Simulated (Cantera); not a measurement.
A freely propagating, adiabatic, planar premixed flame of 43.3 % H2, 10.3 % O2, 46.4 % N2, equivalence ratio 2.1, unburnt at 325 K and 5930 Torr; mixture-averaged transport, grid criteria slope 0.08 and curve 0.16, no radiation.

Computed with Cantera and the H2/O2 subset of GRI-Mech 3.0, which has no nitrogen chemistry. The hydrogen kinetics of GRI-Mech 3.0 are dated; newer H2 mechanisms differ, most at raised pressure. Burning velocities carry a grid error of a few per cent, more on coarse grids.

x: mole fraction of selected species; z is measured from the peak of heat release.

| z (mm) | T (K) | u (m/s) | x H2 | x O2 | x HO2 | x O | x H2O | x OH |
|---|---|---|---|---|---|---|---|---|
| -0.0946 | 325 | 2.07 | 0.433 | 0.103 | <1e-8 | <1e-8 | 1.04e-7 | <1e-8 |
| -0.0631 | 325 | 2.07 | 0.433 | 0.103 | 3.58e-8 | <1e-8 | 1.48e-6 | <1e-8 |
| -0.0473 | 327 | 2.08 | 0.432 | 0.103 | 2.74e-7 | <1e-8 | 1.03e-5 | <1e-8 |
| -0.0315 | 341 | 2.15 | 0.427 | 0.104 | 9.22e-6 | 7.33e-8 | 0.000272 | 1.20e-8 |
| -0.0158 | 528 | 3.19 | 0.393 | 0.105 | 0.000674 | 6.59e-6 | 0.0119 | 2.93e-5 |
| -0.00789 | 885 | 5.19 | 0.353 | 0.0904 | 0.000995 | 0.000114 | 0.0516 | 0.000493 |
| 0 | 1252 | 7.24 | 0.310 | 0.0631 | 0.000459 | 0.000480 | 0.110 | 0.000812 |
| 0.00789 | 1499 | 8.64 | 0.274 | 0.0351 | 0.000218 | 0.000707 | 0.163 | 0.00117 |
| 0.0158 | 1637 | 9.42 | 0.252 | 0.0167 | 9.74e-5 | 0.000539 | 0.197 | 0.00132 |
| 0.0315 | 1753 | 10.1 | 0.239 | 0.00341 | 1.89e-5 | 0.000188 | 0.222 | 0.00127 |
| 0.0631 | 1828 | 10.5 | 0.239 | 0.000257 | 1.38e-6 | 5.67e-5 | 0.229 | 0.00104 |
| 0.126 | 1879 | 10.7 | 0.242 | ? | ? | ? | 0.230 | ? |
| 0.252 | 1912 | 10.9 | 0.245 | ? | ? | ? | 0.231 | ? |

Problem. Some entries are withheld; supply them.

Solution. 
- 0.126, x O2: 1.51e-5
- 0.126, x HO2: 1.13e-7
- 0.126, x O: 2.08e-5
- 0.126, x OH: 0.000703
- 0.252, x O2: 3.18e-6
- 0.252, x HO2: 2.95e-8
- 0.252, x O: 6.46e-6
- 0.252, x OH: 0.000409
